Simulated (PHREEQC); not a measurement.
1.6 g of hydrous ferric oxide (600 m²/g; 0.2 weak and 0.005 strong sites per Fe, Dzombak-Morel constants, diffuse double layer) in 1 kg of water with 0.01 mol/kgw of an inert sodium salt and 0.0053 mol/kgw BaCl2 and 2.1e-05 mol/kgw ZnCl2, at 25 °C; the pH is set by adding NaOH or the inert anion's acid. Oxygen alone is held at its pressure in air (log pO2 = -0.68). No CO2 enters from the air. Nothing may precipitate in this run.

Base run: PHREEQC, ion-association model, wateq4f.dat. Each further column changes one thing. The table gives Zn sorbed (%).

```tsv
pH	base	no electrostatic term (-no_edl)	background salt from 0.01 to 0.001 mol/kgw	oxide from 1.6 to 8 g/kgw
3	0.0	0.0	0.0	0.0
3.38	0.0	0.0	0.0	0.1
3.75	0.1	0.1	0.1	0.3
4.5	1.4	…	1.4	6.8
4.88	6.3	3.8	6.2	25.2
5.25	22.0	10.9	21.7	59.2
5.62	52.9	28.5	52.6	…
6.38	93.6	86.8	93.8	…
6.75	97.3	96.6	97.4	99.5
7.12	98.7	99.1	98.7	99.8
7.5	99.4	99.7	99.5	99.9
8.25	99.9	100.0	100.0	100.0
8.62	100.0	100.0	100.0	100.0
9	100.0	99.9	100.0	100.0
```

### Question
What belongs in the gaps?

### Answer

- 4.5, no electrostatic term (-no_edl): 1.1
- 5.62, oxide from 1.6 to 8 g/kgw: 85.9
- 6.38, oxide from 1.6 to 8 g/kgw: 98.9

The oxide is taken as insoluble; below pH 4 it would dissolve.
